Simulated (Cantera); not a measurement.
Charge: 1 mol BN, 0.18 mol H₂, equilibrated at 1527 °C and 0.000310 bar.

Cantera equilibrium calculation (NASA polynomials, part measured and part estimated; ideal gas, pure solids and liquids). Candidate condensed phases: B, BN; 15 gas species. Mutual solubility and eutectic melting of coexisting phases are not modelled. The tables' values for BH₂ are old estimates; treat these amounts as uncertain. Equilibrium is a limit: real reactors are often held back by kinetics, nucleation or transport.

Base state: H₂ 0.966, H 0.0200, N₂ 0.0137, BH₂ 0.000126, B 1.06e-5 (mole fractions); condensed: B(s) + BN(s).

**Question.** What changes in the equilibrium state with this change: temperature from 1527 °C to 1700 °C?

**Answer.** 
| species | before | after |
|---|---|---|
| H₂ | 0.966 | 0.684 |
| N₂ | 0.0137 | 0.252 |
| H | 0.0200 | 0.0634 |
| BH₂ | 0.000126 | 0.000273 |
| B | 1.06e-5 | 0.000273 |
| BH | 9.49e-7 | 1.01e-5 |
| B(s), mol | 0.00504 | 0.127 |
| BN(s), mol | 0.995 | 0.873 |

**Question.** What changes in the equilibrium state with this change: temperature from 1527 °C to 2577 °C?

**Answer.** 
```csv
species,before,after
B,1.06e-5,0.537
N₂,0.0137,0.269
H,0.0200,0.191
H₂,0.966,0.00120
N,<1e-9,0.000148
B₂,<1e-9,3.42e-5
BN,4.28e-8,0.00112
BH₂,0.000126,1.07e-6
BH,9.49e-7,8.33e-5
"B(s), mol",0.00504,0
"BN(s), mol",0.995,0
```
